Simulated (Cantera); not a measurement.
**Gas activation for diamond growth**

An isothermal, constant-pressure homogeneous reactor starts with 2.72 % CH4, 97.3 % H2, at 2550 K and 173 Torr.

Model: GRI-Mech 3.0 (53 species, 325 reactions), integrated in Cantera. GRI-Mech 3.0 stops at C3 and has no aromatics, soot or wall deposition, so with more carbon than oxygen in the feed, carbon stays in small species such as C2H2 where larger ones or solid carbon would form.

```csv
t (s),x CH4,x H2,x CH3,x C2H4,x C2H6
0.000700,0.000474,0.943,0.000390,3.05e-6,5.90e-9
0.00142,0.000156,0.938,0.000146,2.23e-6,7.10e-10
0.00289,5.90e-5,0.932,6.19e-5,1.92e-6,1.13e-10
0.00586,3.23e-5,0.927,3.72e-5,1.73e-6,3.81e-11
0.0119,2.76e-5,0.924,3.31e-5,1.66e-6,2.92e-11
0.0242,2.73e-5,0.924,3.28e-5,1.65e-6,2.85e-11
0.0491,2.73e-5,0.924,3.28e-5,1.65e-6,2.85e-11
0.0998,2.73e-5,0.924,3.28e-5,1.65e-6,2.85e-11
0.203,2.73e-5,0.924,3.28e-5,1.65e-6,2.85e-11
0.411,2.73e-5,0.924,3.28e-5,1.65e-6,2.85e-11
0.836,2.73e-5,0.924,3.28e-5,1.65e-6,2.85e-11
1.70,2.73e-5,0.924,3.28e-5,1.65e-6,2.85e-11
3.45,2.73e-5,0.924,3.28e-5,1.65e-6,2.85e-11
7.00,2.73e-5,0.924,3.28e-5,1.65e-6,2.85e-11
```
x: mole fraction; the columns are a selection and need not sum to one.

Equilibrium at this temperature and pressure: CH4 2.76e-5, H2 0.924, CH3 3.33e-5, C2H4 1.65e-6, C2H6 2.92e-11 (gas phase only).
